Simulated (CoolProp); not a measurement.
Properties of tetrahydrofuran along the isobar 3.86 MPa (Tc = 540.2 K, pc = 5.304 MPa, ω = 0.234).

Computed with CoolProp (reference Helmholtz-energy equation of state, Fiedler 2023).

```
T (K)   phase  density (kg/m³)  cp (kJ/(kg K))  cv (kJ/(kg K))  speed of sound (m/s)  expansivity (1/kK)  fugacity coefficient
-----  ------  ---------------  --------------  --------------  --------------------  ------------------  --------------------
353.2  liquid            824.0           1.933           1.386                  1047               1.404               0.04368
369.4  liquid            805.0           2.002           1.444                 977.3               1.482               0.06741
385.7  liquid            785.2           2.075           1.503                 908.4               1.575               0.09951
401.9  liquid            764.7           2.150           1.561                 840.8               1.690                0.1407
418.1  liquid            743.2           2.229           1.618                 773.6               1.833                0.1919
434.3  liquid            720.4           2.315           1.675                 705.9               2.020                0.2536
450.5  liquid            695.9           2.411           1.732                 636.8               2.275                0.3258
466.7  liquid            668.8           2.526           1.788                 564.9               2.646                0.4082
482.9  liquid            638.0           2.677           1.844                 487.8               3.245                0.4996
499.1  liquid            600.3           2.920           1.901                 400.9               4.419                0.5985
515.3  liquid            546.4           3.554           1.962                 291.4               8.122                0.7020
531.5     gas            98.97           2.709           1.928                 168.5               8.525                0.7410
547.7     gas            88.17           2.512           1.965                 185.9               6.079                0.7672
```
